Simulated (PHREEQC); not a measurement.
Solution (10 °C): 0.0028 mol/kgw Cu(NO3)2, 3.8e-05 mol/kgw HCl and 0.002 mol/kgw FeCl3. Closed to the air; pH follows from the charge balance.

Computed with PHREEQC (ion-association model, wateq4f.dat).

```tsv
quantity	before	after
pH	2.90	4.46
ionic strength (mol/kgw)	0.0183	0.0144
```

### Question
Which change was made?
(A) Cu(NO3)2 from 0.0028 to 0.028 mol/kgw
(B) diluted 5-fold with water
(C) FeCl3 replaced by MnCl2 at the same molality
(D) diluted 10-fold with water
(E) Cu(NO3)2 replaced by Sr(NO3)2 at the same molality

### Answer
C, FeCl3 replaced by MnCl2 at the same molality

Precipitation was switched off in this run. Some of these states are supersaturated (in Hematite (slow to form), Goethite (slow to form), for instance). At this temperature some constants are extrapolated from 25 °C, and those without enthalpy data are left unchanged.
